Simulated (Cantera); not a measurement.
What does this Cantera script print?

```python
import numpy as np
import cantera as ct

gas_names = """
    H HO2 H2 H2O H2O2 O OH O2 O3 Si SiH SiH2 SiH3 SiH4 SiO SiO2 Si2 Si3
""".split()
cond_names = """
    H2O(s) H2O(L) Si(cr) Si(L) SiO2(Lqz) SiO2(hqz) SiO2(L)
""".split()


def load(file, names, dense=False):
    # The tables refer to 1 bar. Condensed volumes are neglected.
    table = {s.name: s for s in ct.Species.list_from_file(file)}
    out = []
    for n in names:
        d = dict(table[n].input_data)
        d["thermo"] = dict(d["thermo"], **{"reference-pressure": 1e5})
        if dense:
            d["equation-of-state"] = {"model": "constant-volume", "density": "1e6 g/cm^3"}
        out.append(ct.Species.from_dict(d))
    return out


gas = ct.Solution(thermo="ideal-gas", species=load("nasa_gas.yaml", gas_names))
cond = {s.name: ct.Solution(thermo="fixed-stoichiometry", species=[s], name=s.name)
        for s in load("nasa_condensed.yaml", cond_names, dense=True)}
atoms = {
    'Si2H6': {'Si': 2, 'H': 6},
    'H2O': {'H': 2, 'O': 1},
    'O3': {'O': 3},
}
top_T = {}  # K; cautious upper limits of use, not melting points


def equilibrate(T, P, feed):
    n = {}
    for name, mol in feed.items():
        for a, k in atoms[name].items():
            n[a] = n.get(a, 0.0) + k * mol
    gas.TPX = T, P, n
    mass = sum(n.values()) * gas.mean_molecular_weight
    gas.equilibrate("TP")
    valid = [c for c in cond.values() if c.min_temp <= T <= top_T.get(c.name, c.max_temp)]
    mix = ct.Mixture([(gas, mass / gas.mean_molecular_weight)] + [(c, 0.0) for c in valid])
    mix.T, mix.P = T, P
    mix.equilibrate("TP", solver="vcs", rtol=1e-11, max_steps=5000)
    return mix


results = []
T = 700  # K
P = 25  # Pa
for m in [0.21, 0.32, 0.47, 0.71, 1.1, 1.6, 2.3, 3.5, 5.2]:
    feed = {'Si2H6': 1, 'H2O': 9, 'O3': m}  # mol
    mix = equilibrate(T, P, feed)
    results.append((T, P, feed, dict(zip(mix.species_names, mix.species_moles))))
    x = sorted(zip(gas.X, gas.species_names), reverse=True)
    print(f"T = {T:g} K  P = {P:g} Pa  n(O3) = {m:g} mol  gas = {mix.phase_moles(0):.4g} mol")
    print("   x: " + "  ".join(f"{s} {v:.3e}" for v, s in x if v > 1e-06))
    print("   condensed (mol): " + ("  ".join(f"{mix.phase(i).name} {mix.phase_moles(i):.4g}"
          for i in range(1, mix.n_phases) if mix.phase_moles(i) > 1e-12) or "none"))
```

It prints:

```
T = 700 K  P = 25 Pa  n(O3) = 0.21 mol  gas = 12 mol
   x: H2 5.308e-01  H2O 4.692e-01
   condensed (mol): SiO2(Lqz) 2
T = 700 K  P = 25 Pa  n(O3) = 0.32 mol  gas = 12 mol
   x: H2 5.033e-01  H2O 4.967e-01
   condensed (mol): SiO2(Lqz) 2
T = 700 K  P = 25 Pa  n(O3) = 0.47 mol  gas = 12 mol
   x: H2O 5.342e-01  H2 4.658e-01
   condensed (mol): SiO2(Lqz) 2
T = 700 K  P = 25 Pa  n(O3) = 0.71 mol  gas = 12 mol
   x: H2O 5.942e-01  H2 4.058e-01
   condensed (mol): SiO2(Lqz) 2
T = 700 K  P = 25 Pa  n(O3) = 1.1 mol  gas = 12 mol
   x: H2O 6.917e-01  H2 3.083e-01
   condensed (mol): SiO2(Lqz) 2
T = 700 K  P = 25 Pa  n(O3) = 1.6 mol  gas = 12 mol
   x: H2O 8.167e-01  H2 1.833e-01
   condensed (mol): SiO2(Lqz) 2
T = 700 K  P = 25 Pa  n(O3) = 2.3 mol  gas = 12 mol
   x: H2O 9.917e-01  H2 8.333e-03
   condensed (mol): SiO2(Lqz) 2
T = 700 K  P = 25 Pa  n(O3) = 3.5 mol  gas = 13.75 mol
   x: H2O 8.727e-01  O2 1.273e-01
   condensed (mol): SiO2(Lqz) 2
T = 700 K  P = 25 Pa  n(O3) = 5.2 mol  gas = 16.3 mol
   x: H2O 7.362e-01  O2 2.638e-01
   condensed (mol): SiO2(Lqz) 2
```

These are equilibrium values from Cantera (NASA tables, ideal gas, pure condensed phases), not measurements of a reactor. The feed counts by its element totals alone.
